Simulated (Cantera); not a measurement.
A diamond (100) surface in a fixed gas of H2 with x(CH4) = 0.0049, x(H) = 0.0021, x(CH3) = 0.00032, 27.8 Torr; coverages are run to steady state.

Detailed kinetics in Cantera: the Harris–Goodwin 1993 mechanism for the reconstructed diamond (100) surface.

θ: site fractions in the mechanism's names (c6HH fully hydrogenated, c6H* and c6*H radical sites, c6** diradical, c6HM methylated).

```json
[
 {"T (K)": "925", "growth (µm/h)": "___", "θ c6HH": "0.586", "θ c6H*": "0.0107", "θ c6*H": "0.275", "θ c6**": "0.00454", "θ c6HM": "0.0974"},
 {"T (K)": "975", "growth (µm/h)": "___", "θ c6HH": "0.559", "θ c6H*": "0.0145", "θ c6*H": "0.318", "θ c6**": "0.00686", "θ c6HM": "0.0762"},
 {"T (K)": "1025", "growth (µm/h)": "___", "θ c6HH": "0.533", "θ c6H*": "0.0189", "θ c6*H": "0.361", "θ c6**": "0.00990", "θ c6HM": "0.0550"},
 {"T (K)": "1075", "growth (µm/h)": "___", "θ c6HH": "0.510", "θ c6H*": "0.0240", "θ c6*H": "0.403", "θ c6**": "0.0137", "θ c6HM": "0.0332"},
 {"T (K)": "1125", "growth (µm/h)": "___", "θ c6HH": "0.486", "θ c6H*": "0.0294", "θ c6*H": "0.440", "θ c6**": "0.0183", "θ c6HM": "0.0158"},
 {"T (K)": "1175", "growth (µm/h)": "___", "θ c6HH": "0.460", "θ c6H*": "0.0349", "θ c6*H": "0.470", "θ c6**": "0.0231", "θ c6HM": "0.00628"},
 {"T (K)": "1225", "growth (µm/h)": "___", "θ c6HH": "0.434", "θ c6H*": "0.0403", "θ c6*H": "0.491", "θ c6**": "0.0282", "θ c6HM": "0.00232"},
 {"T (K)": "1275", "growth (µm/h)": "1.52", "θ c6HH": "0.411", "θ c6H*": "0.0455", "θ c6*H": "0.507", "θ c6**": "0.0333", "θ c6HM": "0.000846"},
 {"T (K)": "1325", "growth (µm/h)": "1.49", "θ c6HH": "0.391", "θ c6H*": "0.0505", "θ c6*H": "0.518", "θ c6**": "0.0382", "θ c6HM": "0.000311"},
 {"T (K)": "1375", "growth (µm/h)": "___", "θ c6HH": "0.374", "θ c6H*": "0.0554", "θ c6*H": "0.526", "θ c6**": "0.0430", "θ c6HM": "0.000115"}
]
```

### Question
Fill in the missing entries.

### Answer

- 925, growth (µm/h): 3.64
- 975, growth (µm/h): 4.61
- 1025, growth (µm/h): 5.16
- 1075, growth (µm/h): 4.72
- 1125, growth (µm/h): 3.44
- 1175, growth (µm/h): 2.28
- 1225, growth (µm/h): 1.69
- 1375, growth (µm/h): 1.32
